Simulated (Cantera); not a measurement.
Charge: 1 mol HCl, 0.12 mol H₂O, 13 mol N₂, at 3227 °C and 0.0480 bar.

Cantera equilibrium calculation (NASA polynomials, part measured and part estimated; ideal gas, pure solids and liquids). Candidate condensed phases: H₂O, NH₄Cl; 29 gas species. Equilibrium is a limit: real reactors are often held back by kinetics, nucleation or transport.

Base state: N₂ 0.847, H 0.0780, Cl 0.0642, O 0.00710, HCl 0.00104, N 0.000931, H₂ 0.000838, NO 0.000573 (mole fractions); condensed: gas only.

**Question.** What changes in the equilibrium state with this change: H₂O from 0.12 to 0.05 mol?

**Answer.** 
```json
[
 {"species": "N₂", "before": "0.847", "after": "0.859"},
 {"species": "H", "before": "0.0780", "after": "0.0703"},
 {"species": "Cl", "before": "0.0642", "after": "0.0651"},
 {"species": "O", "before": "0.00710", "after": "0.00301"},
 {"species": "OH", "before": "0.000131", "after": "4.99e-5"},
 {"species": "NO", "before": "0.000573", "after": "0.000244"},
 {"species": "H₂", "before": "0.000838", "after": "0.000681"}
]
```
